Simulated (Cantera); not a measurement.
Source: NASA polynomial tables (part measured, part estimated), evaluated in Cantera. Values are per mole of reaction as written; species without (g) are pure solids or liquids, kept so even where they would boil at 1 bar.

P₄(g) + 10 NO₂(g) → P₄O₁₀ + 10 NO(g)

```csv
T (K),ΔH° (kJ),ΔS° (J/K),ΔG° (kJ),log10 K
425,-2488.3,-317.9,-2353.1,289.21
450,?,?,?,?
475,-2483.9,-308.3,-2337.5,257.04
500,-2481.6,-303.6,-2329.8,243.39
525,-2479.3,-299.0,-2322.3,231.05
550,-2476.8,-294.5,-2314.9,219.85
575,?,?,?,?
600,?,?,?,?
625,-2469.1,-281.2,-2293.3,191.66
650,-2466.3,-276.8,-2286.3,183.73
```

Task: What belongs in the gaps?

Result: 
- 450, ΔH° (kJ): -2486.1
- 450, ΔS° (J/K): -313.0
- 450, ΔG° (kJ): -2345.2
- 450, log10 K: 272.23
- 575, ΔH° (kJ): -2474.3
- 575, ΔS° (J/K): -290.0
- 575, ΔG° (kJ): -2307.6
- 575, log10 K: 209.62
- 600, ΔH° (kJ): -2471.7
- 600, ΔS° (J/K): -285.6
- 600, ΔG° (kJ): -2300.4
- 600, log10 K: 200.26
